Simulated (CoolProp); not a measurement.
Vapour-liquid equilibrium of R114 (1) + n-pentane (2) at 0.0988 MPa; x and y are mole fractions of (1).

The numbers come from the multi-fluid Helmholtz-energy mixture model, Platzer 1990 and Thol 2019; pair parameters Bell 2016 in CoolProp. This equation is an older, rougher fit; its heat capacities, sound speeds and derivatives of the liquid may be far off and weren't checked against measurements.

Question: Give the bubble temperature and the first vapour's composition at x = 0.15, 0.25, 0.45. Is there an azeotrope?

Answer: x = 0.15: 295.9 K, y = 0.444; x = 0.25: 290.8 K, y = 0.586; x = 0.45: 284.5 K, y = 0.742. No azeotrope shows between x = 0.05 and 0.95.

The pair parameters rest on a limited set of measurements; away from them the model extrapolates.
